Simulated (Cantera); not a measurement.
Feed: 1 mol SiC, 0.16 mol H₂O, 18 mol N₂, equilibrated at 1700 °C and 3.50 Pa.

Equilibrium computed with Cantera from the NASA thermochemical tables; the gas is ideal and each condensed phase is pure. The tables' values for SiN are old estimates; treat these amounts as uncertain. Equilibrium is a limit: real reactors are often held back by kinetics, nucleation or transport.

| species | before | after |
|---|---|---|
| N₂ | 0.930 | 0.991 |
| H₂ | 0.00237 | 0.00889 |
| CO | 0.00820 | 6.38e-6 |
| Si | 0.0448 | <1e-9 |
| H | 0.0111 | 4.12e-7 |
| SiO | 7.17e-5 | 1.25e-9 |
| SiC₂ | 0.00163 | <1e-9 |
| Si₂C | 0.00109 | <1e-9 |
| SiN | 7.10e-5 | <1e-9 |
| CN | 6.45e-5 | <1e-9 |
| Si₂ | 2.16e-5 | <1e-9 |
| HNC | 3.37e-5 | 5.99e-9 |
| C(graphite), mol | 0.687 | 0.320 |
| SiC(s), mol | 0.0557 | 0.680 |
| Si₂N₂O(s), mol | 0 | 0.160 |
Gas species are given as mole fractions.

Problem. What was changed between the two runs?
A) temperature from 1700 °C to 1052 °C
B) H₂O from 0.16 to 4.2 mol
C) N₂ from 18 to 9.4 mol
D) temperature from 1700 °C to 827 °C

Solution. D, temperature from 1700 °C to 827 °C. N₂ is the only nitrogen source here; it is nearly inert below about 1500 K, so the nitride shown seldom forms there in practice. Mutual solubility and eutectic melting of coexisting phases are not modelled
